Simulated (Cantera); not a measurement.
Charge: 1 mol CCl₄, 0.0069 mol CH₄, 0.26 mol F₂, equilibrated at 133 Pa.

Equilibrium computed with Cantera from the NASA thermochemical tables; the gas is ideal and each condensed phase is pure. Candidate condensed phases: C, C₆H₆, C₇H₈, C₈H₁₈; 135 gas species. Ions and electrons are included (thermal ionisation). Equilibrium is a limit: real reactors are often held back by kinetics, nucleation or transport. All values below are at 4500 K.

Base state: Cl 0.720, C 0.181, F 0.0936, H 0.00497, C₂ 0.000150, e- 0.000148, C+ 0.000132, CF 2.92e-5 (mole fractions); condensed: gas only.

Question: What changes in the equilibrium state with this change: CCl₄ replaced by c-C₄F₈?

Answer: 
| species | before | after |
|---|---|---|
| F | 0.0936 | 0.679 |
| C | 0.181 | 0.318 |
| H | 0.00497 | 0.00220 |
| Cl | 0.720 | 0 |
| Cl+ | 1.48e-5 | 0 |
| CF | 2.92e-5 | 0.000372 |
The feed counts by its element totals alone.
